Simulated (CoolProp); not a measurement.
Values from CoolProp's reference Helmholtz-energy equation of state, Lemmon 2006. It is a short technical equation, of lower accuracy than the large ones.

Question: For toluene, give the phase and the Z, cp (kJ/(kg K)), cv (kJ/(kg K)), expansivity (1/kK) at 181.85 °C and 23.4 MPa.

Answer: 
- 181.85 °C and 23.4 MPa: liquid; Z 0.765, cp 2.19, cv 1.76, expansivity 1.20
